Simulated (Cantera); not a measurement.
Feed: 1 mol Si, 11 mol CO, 47 mol N2, equilibrated at 0.440 bar.

Equilibrium computed with Cantera from the NASA thermochemical tables; the gas is ideal and each condensed phase is pure. Candidate condensed phases: C, Si, SiC, SiO2, Si2N2O, Si3N4; 34 gas species. N2 is the only nitrogen source here; it is nearly inert below about 1500 K, so the nitride shown seldom forms there in practice. Mutual solubility and eutectic melting of coexisting phases are not modelled. The tables hold silica as quartz up to 1696 K and as liquid above; real silica turns to tridymite and cristobalite and melts near 1996 K. The numbers say what is thermodynamically allowed, not how fast it happens.

Problem. Which condensed phases are stable at each of these points (T (K)): 650, 800, 950, 1100, 1250, 1400, 1550, 1700, 1850, 2000?

Solution. 
| T (K) | condensed phases | Si condensed (%) |
|---|---|---|
| 650 | C(graphite) + SiO2(α-quartz) | 100.0 |
| 800 | C(graphite) + SiO2(α-quartz) | 100.0 |
| 950 | C(graphite) + SiO2(β-quartz) | 100.0 |
| 1100 | C(graphite) + SiO2(β-quartz) | 100.0 |
| 1250 | C(graphite) + SiO2(β-quartz) | 100.0 |
| 1400 | C(graphite) + Si2N2O(s) | 100.0 |
| 1550 | C(graphite) + Si2N2O(s) | 99.9 |
| 1700 | C(graphite) + Si2N2O(s) | 99.0 |
| 1850 | SiC(s) + Si2N2O(s) | 87.6 |
| 2000 | SiC(s) | 50.0 |

From 650 K to 800 K the condensed part is C(graphite) + SiO2(α-quartz). From 950 K to 1250 K the condensed part is C(graphite) + SiO2(β-quartz). From 1400 K to 1700 K the condensed part is C(graphite) + Si2N2O(s). At 1850 K the condensed part is SiC(s) + Si2N2O(s). At 2000 K the condensed part is SiC(s).
